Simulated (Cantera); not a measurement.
Charge: 1 mol S, 0.59 mol O₂, held at 1523.15 K and 0.100 bar.

Cantera equilibrium calculation (NASA polynomials, part measured and part estimated; ideal gas, pure solids and liquids). Candidate condensed phases: S; 10 gas species. The numbers say what is thermodynamically allowed, not how fast it happens.

Base state: SO₂ 0.732, S₂ 0.249, SO 0.0107, S₂O 0.00843, S 8.36e-5 (mole fractions); condensed: gas only.

Q: What changes in the equilibrium state with this change: temperature from 1523.15 K to 3100 K?

A: 
| species | before | after |
|---|---|---|
| SO | 0.0107 | 0.453 |
| SO₂ | 0.732 | 0.250 |
| S | 8.36e-5 | 0.166 |
| S₂ | 0.249 | 0.0246 |
| O | 1.92e-9 | 0.0803 |
| O₂ | 1.20e-8 | 0.0259 |
| SO₃ | 8.45e-7 | 1.01e-5 |
| S₂O | 0.00843 | 0.000713 |

Q: What changes in the equilibrium state with this change: temperature from 1523.15 K to 3300 K?

A: 
| species | before | after |
|---|---|---|
| SO | 0.0107 | 0.398 |
| S | 8.36e-5 | 0.225 |
| O | 1.92e-9 | 0.184 |
| SO₂ | 0.732 | 0.135 |
| S₂ | 0.249 | 0.0161 |
| O₂ | 1.20e-8 | 0.0406 |
| S₂O | 0.00843 | 0.000375 |
